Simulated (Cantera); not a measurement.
Hydrocarbon pyrolysis for carbon deposition

A perfectly stirred reactor is fed with 15.6 % CH₄, 84.0 % H₂, 0.389 % N₂, at 100000 Pa; it is held at 1475 K, and followed from long to short residence time.

Detailed kinetics in Cantera: GRI-Mech 3.0 (53 species, 325 reactions). GRI-Mech 3.0 stops at C3 and has no aromatics, soot or wall deposition, so with more carbon than oxygen in the feed, carbon stays in small species such as C2H2 where larger ones or solid carbon would form.

| τ (s) | x CH₄ | x H₂ | x C₂H₂ | x CH₃ | x C₂H₄ | x C₂H |
|---|---|---|---|---|---|---|
| 0.39 | 0.143 | 0.848 | 0.00405 | 3.50e-5 | 0.00149 | 7.90e-11 |
| 0.18 | 0.149 | 0.844 | 0.00206 | 3.57e-5 | 0.000901 | 3.93e-11 |
| 0.084 | 0.152 | 0.842 | 0.000928 | 3.60e-5 | 0.000548 | 1.75e-11 |
| 0.039 | 0.154 | 0.841 | 0.000363 | 3.60e-5 | 0.000335 | 6.75e-12 |
| 0.018 | 0.155 | 0.841 | 0.000118 | 3.56e-5 | 0.000195 | 2.16e-12 |
| 0.0083 | 0.155 | 0.841 | 3.08e-5 | 3.48e-5 | 0.000101 | <1e-12 |
| 0.0038 | 0.155 | 0.841 | 6.11e-6 | 3.32e-5 | 4.34e-5 | <1e-12 |
| 0.0018 | 0.156 | 0.840 | 9.67e-7 | 3.04e-5 | 1.51e-5 | <1e-12 |
| 0.00082 | 0.156 | 0.840 | 9.24e-8 | 2.55e-5 | 3.57e-6 | <1e-12 |
| 0.00038 | 0.156 | 0.840 | 5.69e-9 | 1.88e-5 | 5.84e-7 | <1e-12 |
| 0.00018 | 0.156 | 0.840 | 2.50e-10 | 1.16e-5 | 7.23e-8 | <1e-12 |
x: mole fraction; the columns are a selection and need not sum to one.
